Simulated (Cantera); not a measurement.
An adiabatic, constant-pressure homogeneous reactor starts with 7.54 % CH₄, 1.28 % CO, 19.1 % O₂, 72.0 % N₂, equivalence ratio 0.82, at 1500 K and 101000 Pa.

Model: GRI-Mech 3.0 (53 species, 325 reactions), integrated in Cantera.

x: mole fraction; the columns are a selection and need not sum to one.

```json
[
 {"t (s)": "2.00e-6", "T (K)": "1500", "x CH₄": "0.0754", "x CO": "0.0128", "x O₂": "0.191", "x C₂H₂": "<1e-12", "x N₂O": "<1e-12", "x OH": "8.89e-9", "x C₂H": "<1e-12"},
 {"t (s)": "5.97e-6", "T (K)": "1500", "x CH₄": "0.0754", "x CO": "0.0128", "x O₂": "0.191", "x C₂H₂": "<1e-12", "x N₂O": "<1e-12", "x OH": "1.22e-8", "x C₂H": "<1e-12"},
 {"t (s)": "1.78e-5", "T (K)": "1500", "x CH₄": "0.0754", "x CO": "0.0128", "x O₂": "0.191", "x C₂H₂": "<1e-12", "x N₂O": "4.27e-12", "x OH": "2.15e-8", "x C₂H": "<1e-12"},
 {"t (s)": "5.32e-5", "T (K)": "1500", "x CH₄": "0.0753", "x CO": "0.0128", "x O₂": "0.191", "x C₂H₂": "<1e-12", "x N₂O": "2.97e-11", "x OH": "5.46e-8", "x C₂H": "<1e-12"},
 {"t (s)": "0.000159", "T (K)": "1500", "x CH₄": "0.0753", "x CO": "0.0128", "x O₂": "0.191", "x C₂H₂": "1.07e-10", "x N₂O": "1.79e-10", "x OH": "1.99e-7", "x C₂H": "<1e-12"},
 {"t (s)": "0.000474", "T (K)": "1502", "x CH₄": "0.0745", "x CO": "0.0128", "x O₂": "0.191", "x C₂H₂": "___", "x N₂O": "___", "x OH": "___", "x C₂H": "<1e-12"},
 {"t (s)": "0.00141", "T (K)": "2652", "x CH₄": "<1e-12", "x CO": "0.0280", "x O₂": "0.0442", "x C₂H₂": "<1e-12", "x N₂O": "4.84e-7", "x OH": "0.0194", "x C₂H": "<1e-12"},
 {"t (s)": "0.00422", "T (K)": "2676", "x CH₄": "<1e-12", "x CO": "0.0263", "x O₂": "0.0401", "x C₂H₂": "<1e-12", "x N₂O": "6.03e-7", "x OH": "0.0180", "x C₂H": "<1e-12"},
 {"t (s)": "0.0126", "T (K)": "2671", "x CH₄": "<1e-12", "x CO": "0.0263", "x O₂": "0.0384", "x C₂H₂": "<1e-12", "x N₂O": "6.48e-7", "x OH": "0.0176", "x C₂H": "<1e-12"},
 {"t (s)": "0.0376", "T (K)": "2671", "x CH₄": "<1e-12", "x CO": "0.0263", "x O₂": "0.0384", "x C₂H₂": "<1e-12", "x N₂O": "6.50e-7", "x OH": "0.0176", "x C₂H": "<1e-12"},
 {"t (s)": "0.112", "T (K)": "2671", "x CH₄": "<1e-12", "x CO": "0.0263", "x O₂": "0.0384", "x C₂H₂": "<1e-12", "x N₂O": "6.50e-7", "x OH": "0.0176", "x C₂H": "<1e-12"},
 {"t (s)": "0.335", "T (K)": "2671", "x CH₄": "<1e-12", "x CO": "0.0263", "x O₂": "0.0384", "x C₂H₂": "<1e-12", "x N₂O": "6.50e-7", "x OH": "0.0176", "x C₂H": "<1e-12"},
 {"t (s)": "1.00", "T (K)": "2671", "x CH₄": "<1e-12", "x CO": "0.0263", "x O₂": "0.0384", "x C₂H₂": "<1e-12", "x N₂O": "6.50e-7", "x OH": "0.0176", "x C₂H": "<1e-12"}
]
```

Fill in the missing entries.


- 0.000474, x C₂H₂: 4.25e-8
- 0.000474, x N₂O: 1.09e-9
- 0.000474, x OH: 1.23e-6
